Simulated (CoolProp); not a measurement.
Benzene at several states: Z from the reference equation and from simpler models built on Tc = 562.0 K, pc = 4.906 MPa, ω = 0.211; each cubic takes its own stable root.

The numbers come from the reference Helmholtz-energy equation of state, Thol 2012 in CoolProp.

| T (K) | p (MPa) | phase | reference | van der Waals | Redlich-Kwong | Soave-Redlich-Kwong |
|---|---|---|---|---|---|---|
| 546.6 | 0.77 | gas | 0.9386 | 0.9479 | 0.9397 | 0.9390 |
| 455.1 | 16.1 | liquid | 0.4585 | 0.6910 | 0.5050 | [?] |
| 502.1 | 10.1 | liquid | [?] | 0.4378 | [?] | 0.3226 |
| 555.4 | 0.645 | gas | 0.9518 | 0.9584 | 0.9522 | 0.9520 |
| 547.3 | 0.0789 | gas | 0.9940 | 0.9949 | 0.9941 | 0.9940 |
| 318 | 12.6 | liquid | 0.4310 | 0.6910 | 0.4766 | 0.4690 |

Fill in the missing entries.


- 455.1, Soave-Redlich-Kwong: 0.4945
- 502.1, reference: 0.2911
- 502.1, Redlich-Kwong: 0.3299
